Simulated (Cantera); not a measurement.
Cantera run, input and output.

```python
import numpy as np
import cantera as ct

gas = ct.Solution("gri30.yaml")
gas.TPX = 350, 500000, {'CH4': 1, 'O2': 1.43, 'N2': 5.37}
flame = ct.FreeFlame(gas, width=0.013)
flame.set_refine_criteria(ratio=3, slope=0.08, curve=0.16)
flame.transport_model = "mixture-averaged"
flame.solve(loglevel=0, auto=True)
z, T = flame.grid, flame.T
thick = (T[-1] - T[0]) / np.gradient(T, z).max()
show = ['CH4', 'O2', 'OH', 'CH2', 'C2H', 'C2H2']
print(f"laminar burning velocity  {flame.velocity[0] * 100:.3f} cm/s")
print(f"burnt temperature         {T[-1]:.1f} K")
print(f"thermal thickness         {thick * 1e3:.4f} mm")
print(f"grid points               {len(z)}")
z0 = z[flame.heat_release_rate.argmax()]
print(f"{'z/mm':>9s}{'T/K':>9s}{'u/(m/s)':>9s}" + "".join(f"{s:>11s}" for s in show))
rows = []
for k in (-3, -2, -1.5, -1, -0.5, -0.25, 0, 0.25, 0.5, 1, 2, 4, 8):
    zz = z0 + k * thick
    rows.append([k * thick, np.interp(zz, z, T), np.interp(zz, z, flame.velocity),
                 *(np.interp(zz, z, flame.X[gas.species_index(s)]) for s in show)])
    print(f"{rows[-1][0] * 1e3:9.3f}{rows[-1][1]:9.1f}{rows[-1][2]:9.3f}" + "".join(f"{x:11.3e}" for x in rows[-1][3:]))
```

Output:

```
laminar burning velocity  10.227 cm/s
burnt temperature         2018.7 K
thermal thickness         0.3290 mm
grid points               121
     z/mm      T/K  u/(m/s)        CH4         O2         OH        CH2        C2H       C2H2
   -0.987    350.4    0.103  1.279e-01  1.829e-01  6.578e-15  1.483e-23  6.126e-31  3.719e-08
   -0.658    357.0    0.105  1.268e-01  1.818e-01  1.562e-12  3.347e-20  4.438e-27  1.140e-06
   -0.494    387.0    0.114  1.240e-01  1.790e-01  3.498e-11  4.174e-18  5.021e-24  8.741e-06
   -0.329    540.3    0.162  1.125e-01  1.664e-01  1.445e-09  3.495e-15  9.147e-19  7.420e-05
   -0.165   1054.1    0.323  7.480e-02  1.165e-01  7.363e-07  8.200e-10  7.566e-12  4.847e-04
   -0.082   1454.9    0.450  4.322e-02  7.074e-02  1.414e-05  1.820e-07  3.206e-09  1.033e-03
    0.000   1809.6    0.565  1.552e-02  2.632e-02  1.134e-04  6.351e-06  1.730e-07  2.292e-03
    0.082   1964.9    0.615  5.681e-03  6.991e-03  1.918e-04  9.575e-06  4.919e-07  2.788e-03
    0.165   2009.6    0.628  3.396e-03  2.088e-03  1.563e-04  4.697e-06  4.027e-07  2.561e-03
    0.329   2027.5    0.634  2.219e-03  3.160e-04  9.574e-05  1.358e-06  2.197e-07  2.180e-03
    0.658   2028.3    0.635  1.453e-03  1.703e-05  7.123e-05  5.447e-07  1.267e-07  1.662e-03
    1.316   2024.7    0.634  8.378e-04  3.372e-07  6.505e-05  2.764e-07  6.703e-08  9.561e-04
    2.632   2021.1    0.634  3.517e-04  1.768e-07  6.112e-05  1.022e-07  2.079e-08  3.146e-04
```

Detailed kinetics in Cantera: GRI-Mech 3.0 (53 species, 325 reactions). Burning velocities carry a grid error of a few per cent, more on coarse grids.
